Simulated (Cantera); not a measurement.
Cantera run:

```python
import numpy as np
import cantera as ct

gas_names = [...]  # 47 gases of nasa_gas.yaml made of Cl, H, N, O, Si
cond_names = """
    H2O(s) H2O(L) NH4CL(a) NH4CL(b) Si(cr) Si(L) SiO2(Lqz) SiO2(hqz) SiO2(L) Si2N2O(s) Si3N4(a)
""".split()


# ... load() reads the species with a 1 bar reference pressure and builds the phases ...
atoms = {
    'SiH2Cl2': {'Si': 1, 'H': 2, 'CL': 2},
    'H2O': {'H': 2, 'O': 1},
    'N2': {'N': 2},
}
top_T = {'Si2N2O(s)': 2100, 'Si3N4(a)': 2400}  # K; cautious upper limits of use, not melting points


# ... equilibrate(T, P, feed) seeds the gas with the atoms and calls Mixture.equilibrate('TP', solver="vcs", rtol=1e-11, max_steps=5000) ...
results = []
feed = {'SiH2Cl2': 1, 'H2O': 18, 'N2': 13}  # mol
T = 925  # K
P = 19000  # Pa
mix = equilibrate(T, P, feed)
results.append((T, P, feed, dict(zip(mix.species_names, mix.species_moles))))
x = sorted(zip(gas.X, gas.species_names), reverse=True)
print(f"T = {T:g} K  P = {P:g} Pa  gas = {mix.phase_moles(0):.4g} mol")
print("   x: " + "  ".join(f"{s} {v:.3e}" for v, s in x if v > 1e-05))
print("   condensed (mol): " + ("  ".join(f"{mix.phase(i).name} {mix.phase_moles(i):.4g}"
      for i in range(1, mix.n_phases) if mix.phase_moles(i) > 1e-12) or "none"))
```

It prints:

```
T = 925 K  P = 19000 Pa  gas = 33 mol
   x: H2O 4.848e-01  N2 3.939e-01  HCL 6.061e-02  H2 6.060e-02
   condensed (mol): SiO2(hqz) 1
```

These are equilibrium values from Cantera (NASA tables, ideal gas, pure condensed phases), not measurements of a reactor.
